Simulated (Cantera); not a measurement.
Input (Python, Cantera) and output of one run.

```python
import numpy as np
import cantera as ct

gas_names = [...]  # 45 gases of nasa_gas.yaml made of Al, Cl, H, N, O
cond_names = """
    AL(cr) AL(L) ALCL3(s) ALCL3(L) ALN(s) AL2O3(a) AL2O3(L) H2O(s) H2O(L) NH4CL(a) NH4CL(b)
""".split()


# ... load() reads the species with a 1 bar reference pressure and builds the phases ...
atoms = {
    'AlN': {'AL': 1, 'N': 1},
    'Cl2': {'CL': 2},
    'H2O': {'H': 2, 'O': 1},
}
top_T = {'ALN(s)': 2750}  # K; cautious upper limits of use, not melting points


# ... equilibrate(T, P, feed) seeds the gas with the atoms and calls Mixture.equilibrate('TP', solver="vcs", rtol=1e-11, max_steps=5000) ...
results = []
feed = {'AlN': 1, 'Cl2': 35, 'H2O': 2.5}  # mol
T = 1273.15  # K
P = 4100  # Pa
mix = equilibrate(T, P, feed)
results.append((T, P, feed, dict(zip(mix.species_names, mix.species_moles))))
x = sorted(zip(gas.X, gas.species_names), reverse=True)
print(f"T = {T:g} K  P = {P:g} Pa  gas = {mix.phase_moles(0):.4g} mol")
print("   x: " + "  ".join(f"{s} {v:.3e}" for v, s in x if v > 0.0001))
print("   condensed (mol): " + ("  ".join(f"{mix.phase(i).name} {mix.phase_moles(i):.4g}"
      for i in range(1, mix.n_phases) if mix.phase_moles(i) > 1e-12) or "none"))
```

Result:

```
T = 1273.15 K  P = 4100 Pa  gas = 39.35 mol
   x: CL2 8.036e-01  HCL 1.270e-01  CL 4.301e-02  O2 1.306e-02  N2 1.270e-02  ALCL3 5.183e-04
   condensed (mol): AL2O3(a) 0.4898
```

These are equilibrium values from Cantera (NASA tables, ideal gas, pure condensed phases), not measurements of a reactor.
